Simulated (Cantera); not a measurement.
Charge: 1 mol SiC, 0.0023 mol H2O, 140 mol H2, 0.41 mol CO2, held at 10.0 mbar.

Cantera equilibrium calculation (NASA polynomials, part measured and part estimated; ideal gas, pure solids and liquids). Candidate condensed phases: C, C6H6, C7H8, C8H18, H2O, Si, SiC, SiO2; 123 gas species. Mutual solubility and eutectic melting of coexisting phases are not modelled. The tables hold silica as quartz up to 1696 K and as liquid above; real silica turns to tridymite and cristobalite and melts near 1996 K. Gases not in the tables: Si2H6 and higher silanes. The numbers say what is thermodynamically allowed, not how fast it happens.

log p: log10 of the partial pressure in bar; n: condensed amount in mol.

```json
[
 {"T (K)": "1098", "log p H2": "-2.00", "log p H": "-8.61", "log p CO": "-5.49", "log p Si": "<-14", "log p SiO": "-9.20", "n C(graphite)": "0.702", "n SiC(s)": "0.612", "n SiO2(β-quartz)": "0.388"},
 {"T (K)": "1198", "log p H2": "-2.00", "log p H": "-7.72", "log p CO": "-4.42", "log p Si": "<-14", "log p SiO": "-7.64", "n C(graphite)": "0", "n SiC(s)": "0.856", "n SiO2(β-quartz)": "0.143"},
 {"T (K)": "1298", "log p H2": "-2.00", "log p H": "-6.97", "log p CO": "-4.41", "log p Si": "-12.17", "log p SiO": "-6.03", "n C(graphite)": "0", "n SiC(s)": "0.858", "n SiO2(β-quartz)": "0.129"},
 {"T (K)": "1398", "log p H2": "-2.00", "log p H": "-6.33", "log p CO": "-4.36", "log p Si": "-10.22", "log p SiO": "-4.83", "n C(graphite)": "0", "n SiC(s)": "0.794", "n SiO2(β-quartz)": "0"},
 {"T (K)": "1498", "log p H2": "-2.00", "log p H": "___", "log p CO": "-4.36", "log p Si": "___", "log p SiO": "-4.83", "n C(graphite)": "0", "n SiC(s)": "0.794", "n SiO2(β-quartz)": "0"},
 {"T (K)": "1598", "log p H2": "-2.00", "log p H": "-5.28", "log p CO": "-4.36", "log p Si": "-7.98", "log p SiO": "-4.83", "n C(graphite)": "0", "n SiC(s)": "0.794", "n SiO2(β-quartz)": "0"},
 {"T (K)": "1698", "log p H2": "-2.00", "log p H": "-4.84", "log p CO": "-4.36", "log p Si": "-7.06", "log p SiO": "-4.84", "n C(graphite)": "0", "n SiC(s)": "0.793", "n SiO2(β-quartz)": "0"},
 {"T (K)": "1798", "log p H2": "-2.00", "log p H": "___", "log p CO": "-4.36", "log p Si": "___", "log p SiO": "-4.84", "n C(graphite)": "0", "n SiC(s)": "0.788", "n SiO2(β-quartz)": "0"},
 {"T (K)": "1898", "log p H2": "-2.01", "log p H": "-4.11", "log p CO": "-4.35", "log p Si": "-5.54", "log p SiO": "-4.89", "n C(graphite)": "0", "n SiC(s)": "0.768", "n SiO2(β-quartz)": "0"},
 {"T (K)": "1998", "log p H2": "-2.01", "log p H": "-3.80", "log p CO": "-4.31", "log p Si": "-4.98", "log p SiO": "-5.04", "n C(graphite)": "0", "n SiC(s)": "0.701", "n SiO2(β-quartz)": "0"},
 {"T (K)": "2098", "log p H2": "-2.02", "log p H": "-3.52", "log p CO": "-4.27", "log p Si": "-4.62", "log p SiO": "-5.45", "n C(graphite)": "0", "n SiC(s)": "0.547", "n SiO2(β-quartz)": "0"}
]
```

### Question
Some entries are withheld; supply them.

### Answer

- 1798, log p H: -4.46
- 1798, log p Si: -6.25
- 1498, log p H: -5.77
- 1498, log p Si: -9.02
